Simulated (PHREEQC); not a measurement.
# Acid mine or pickling water

A made-up water analysis in mg/L, 85 °C, pH 2.2, pe 8.5:

```
constituent  mg/L
-----------  ----
Na           1650
K            13.4
Ca           43.1
Mg           49.9
Cl            712
S(6) as SO4  5260
Al            433
Si as SiO2   1.94
```

Na is adjusted to close the charge balance.
Valence states are taken as typed.

The numbers come from PHREEQC with the ion-association model, phreeqc.dat.

This is a speciation only: nothing precipitates in the calculation.

Estimate the ionic strength.

ionic strength 0.0979 mol/kgw.

In which forms is Mg present?

MgSO4 61 %, Mg+2 39 % of the Mg.

At this temperature some constants are extrapolated from 25 °C, and those without enthalpy data are left unchanged.
